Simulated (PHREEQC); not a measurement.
Solution (25 °C): 0.0038 mol PbCl2 and 0.00058 mol HNO3 per kg of water. It is in equilibrium with CO2 at log p = 0 (atm). Otherwise closed; pH follows from the charge balance.

Equilibrium calculation in PHREEQC: ion-association model, wateq4f.dat.

```yaml
pH: 3.23
ionic_strength: 0.0108 mol/kgw
total_alkalinity: -0.580 meq/kg
```

```
species  molality  activity   log γ
-------  --------  --------  ------
CO2        0.0340    0.0340   0.001
Cl-       0.00702   0.00629  -0.047
Pb+2      0.00316   0.00206  -0.185
H+       0.000655  0.000596  -0.040
PbCl+    0.000575  0.000516  -0.046
NO3-     0.000563  0.000504  -0.048
PbHCO3+   4.62e-5   4.15e-5  -0.046
HCO3-     2.81e-5   2.54e-5  -0.045
PbNO3+    1.71e-5   1.54e-5  -0.046
PbCl2     5.14e-6   5.15e-6   0.001
PbOH+     7.49e-8   6.73e-8  -0.046
PbCO3     7.13e-8   7.15e-8   0.001
```

This is a speciation only: nothing precipitates in the calculation.
